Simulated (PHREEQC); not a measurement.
Make-up at 20 °C and 300 atm: 0.011 mol MgCl2, 9.2e-06 mol CO2 and 0.11 mol KCl per kg of water. Closed to the air; pH follows from the charge balance.

The numbers come from PHREEQC with the ion-association model, phreeqc.dat.

Precipitation was switched off in this run.

Q: Order these C species by the share of C that they hold, largest first: MgHCO3+, HCO3-, CO2.

A: CO2 (72 %), HCO3- (27 %), MgHCO3+ (1.3 %)

The pH is 5.68 and the ionic strength 0.143 mol/kgw. Under pressure, the constants of complexes without a molar volume in the database are unreliable.
